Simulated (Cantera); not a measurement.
An adiabatic, constant-volume homogeneous reactor starts with CH4 : C2H6 : C3H8 : O2 : N2 = 1 : 0.049 : 0.17 : 1.51 : 16.6 (molar parts), equivalence ratio 2.0, at 1150 K and 7.80 bar.

Detailed kinetics in Cantera: GRI-Mech 3.0 (53 species, 325 reactions). GRI-Mech 3.0 was tuned for natural gas; its chemistry of propane as a main component is partial and can be far from experiment.

**Question.** Predict: time of steepest temperature rise; temperature at 7.00 s; equilibrium temperature; x(CH4) at 7.00 s; x(NO) at 7.00 s.

**Answer.** 
| Item | Result |
|---|---|
| time of steepest temperature rise | 10.6 ms |
| temperature at 7.00 s | 1914 K |
| equilibrium temperature | 1914 K |
| x(CH4) at 7.00 s | 8.97e-9 (gas-phase equilibrium 9.90e-9) |
| x(NO) at 7.00 s | 4.37e-7 (gas-phase equilibrium 3.69e-7) |
